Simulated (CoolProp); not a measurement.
Properties of methanol along the isobar 4900 kPa (Tc = 240.2 °C, pc = 8216 kPa, ω = 0.565).

Values from CoolProp's reference Helmholtz-energy equation of state, de Reuck 1993.

```tsv
T (°C)	phase	density (kg/m³)	speed of sound (m/s)	Joule-Thomson coefficient (K/MPa)	expansivity (1/kK)
15.15	liquid	799.9	1162	-0.3394	1.140
38.05	liquid	779.0	1091	-0.3106	1.182
60.95	liquid	757.6	1023	-0.2746	1.261
83.95	liquid	734.9	955.7	-0.2302	1.388
106.85	liquid	710.5	884.9	-0.1753	1.579
129.75	liquid	683.2	807.2	-0.1043	1.867
152.75	liquid	651.3	718.7	-0.003879	2.325
175.65	liquid	612.4	615.0	0.1566	3.137
198.55	liquid	559.9	485.1	0.4879	5.036
221.55	gas	57.68	294.3	12.61	10.76
```
